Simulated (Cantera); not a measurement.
**Equilibrium for calcination and drying: Ca(OH)2 + C + H2**

A closed system holds: 1 mol Ca(OH)2, a varied amount of C, 0.011 mol H2, held at 975 K and 101000 Pa.

These are equilibrium values from Cantera (NASA tables, ideal gas, pure condensed phases), not measurements of a reactor. Candidate condensed phases: C, C6H6, C7H8, C8H18, Ca, CaCO3, CaO, Ca(OH)2, H2O; 115 gas species. Rates play no part.

From 0.0075 mol C to 0.033 mol C the condensed part is CaO(s). From 0.053 mol C to 0.62 mol C the condensed part is CaCO3(calcite) + CaO(s). At 1 mol C the condensed part is C(graphite) + CaCO3(calcite) + CaO(s).

```json
[
 {"n(C) (mol)": "0.0075", "x H2O": "0.967", "x H2": "0.0254", "x CO": "0.000119", "x CH4": "1.57e-10", "x CO2": "0.00724", "n CaO(s)": "1.00", "n CaCO3(calcite)": "0", "n C(graphite)": "0"},
 {"n(C) (mol)": "0.012", "x H2O": "0.954", "x H2": "0.0340", "x CO": "0.000255", "x CH4": "8.12e-10", "x CO2": "0.0115", "n CaO(s)": "1.00", "n CaCO3(calcite)": "0", "n C(graphite)": "0"},
 {"n(C) (mol)": "0.02", "x H2O": "0.932", "x H2": "0.0489", "x CO": "0.000616", "x CH4": "5.97e-9", "x CO2": "0.0188", "n CaO(s)": "1.00", "n CaCO3(calcite)": "0", "n C(graphite)": "0"},
 {"n(C) (mol)": "0.033", "x H2O": "0.896", "x H2": "0.0722", "x CO": "0.00152", "x CH4": "4.95e-8", "x CO2": "0.0301", "n CaO(s)": "1.00", "n CaCO3(calcite)": "0", "n C(graphite)": "0"},
 {"n(C) (mol)": "0.053", "x H2O": "0.856", "x H2": "0.109", "x CO": "0.00255", "x CH4": "3.01e-7", "x CO2": "0.0320", "n CaO(s)": "0.983", "n CaCO3(calcite)": "0.0168", "n C(graphite)": "0"},
 {"n(C) (mol)": "0.087", "x H2O": "0.792", "x H2": "0.172", "x CO": "0.00435", "x CH4": "2.17e-6", "x CO2": "0.0320", "n CaO(s)": "0.951", "n CaCO3(calcite)": "0.0489", "n C(graphite)": "0"},
 {"n(C) (mol)": "0.14", "x H2O": "0.692", "x H2": "0.269", "x CO": "0.00777", "x CH4": "1.69e-5", "x CO2": "0.0320", "n CaO(s)": "0.902", "n CaCO3(calcite)": "0.0981", "n C(graphite)": "0"},
 {"n(C) (mol)": "0.23", "x H2O": "0.525", "x H2": "0.426", "x CO": "0.0163", "x CH4": "0.000186", "x CO2": "0.0320", "n CaO(s)": "0.821", "n CaCO3(calcite)": "0.179", "n C(graphite)": "0"},
 {"n(C) (mol)": "0.38", "x H2O": "0.274", "x H2": "0.644", "x CO": "0.0471", "x CH4": "0.00356", "x CO2": "0.0320", "n CaO(s)": "0.710", "n CaCO3(calcite)": "0.290", "n C(graphite)": "0"},
 {"n(C) (mol)": "0.62", "x H2O": "0.0767", "x H2": "0.666", "x CO": "0.174", "x CH4": "0.0518", "x CO2": "0.0320", "n CaO(s)": "0.688", "n CaCO3(calcite)": "0.312", "n C(graphite)": "0"},
 {"n(C) (mol)": "1", "x H2O": "0.0727", "x H2": "0.659", "x CO": "0.181", "x CH4": "0.0552", "x CO2": "0.0320", "n CaO(s)": "0.691", "n CaCO3(calcite)": "0.309", "n C(graphite)": "0.368"}
]
```
x: gas mole fraction; n: condensed amount in mol.
